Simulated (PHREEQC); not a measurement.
Hard or scaling water

A solution holds 0.00038 mol/kgw CaSO4 and 0.00019 mol/kgw Na2SO4, at 20 °C. Closed to the air; pH follows from the charge balance.

Model: ion-association model, phreeqc.dat, run in PHREEQC.

- ionic strength: 0.00200 mol/kgw
- specific conductance: 124 µS/cm

| species | molality | activity | log γ |
|---|---|---|---|
| SO4-2 | 0.000547 | 0.000450 | -0.084 |
| Na+ | 0.000379 | 0.000361 | -0.021 |
| Ca+2 | 0.000357 | 0.000295 | -0.084 |
| CaSO4 | 2.27e-5 | 2.27e-5 | 0.000 |
| NaSO4- | 8.28e-7 | 7.89e-7 | -0.021 |
| OH- | 8.82e-8 | 8.39e-8 | -0.022 |
| H+ | 8.54e-8 | 8.16e-8 | -0.020 |
| HSO4- | 3.37e-9 | 3.21e-9 | -0.021 |

Precipitation was switched off in this run. Species that the database lacks are ignored.
